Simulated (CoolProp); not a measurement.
Properties of normal hydrogen along the isotherm 35.4 K (Tc = 33.1 K, pc = 1.296 MPa, ω = -0.219).

Values from CoolProp's reference Helmholtz-energy equation of state, Leachman 2009.

| p (MPa) | phase | Z | cv (kJ/(kg K)) | Joule-Thomson coefficient (K/MPa) | isothermal compressibility (1/MPa) | expansivity (1/kK) |
|---|---|---|---|---|---|---|
| 0.405 | gas | 0.9092 | 6.344 | 7.971 | 2.733 | 36.49 |
| 0.81 | gas | 0.8032 | 6.573 | 7.904 | 1.594 | 51.58 |
| 1.22 | gas | 0.6666 | 6.996 | 7.526 | 1.413 | 91.09 |
| 1.62 | supercritical | 0.4511 | 7.782 | 5.621 | 2.219 | 323.2 |
| 2.03 | supercritical | 0.3269 | 6.915 | 2.244 | 0.4895 | 149.9 |
| 2.43 | supercritical | 0.3464 | 6.616 | 1.263 | 0.2002 | 77.39 |
| 2.84 | supercritical | 0.3798 | 6.518 | 0.7853 | 0.1238 | 54.49 |
| 3.24 | supercritical | 0.4154 | 6.479 | 0.4971 | 0.09059 | 43.48 |
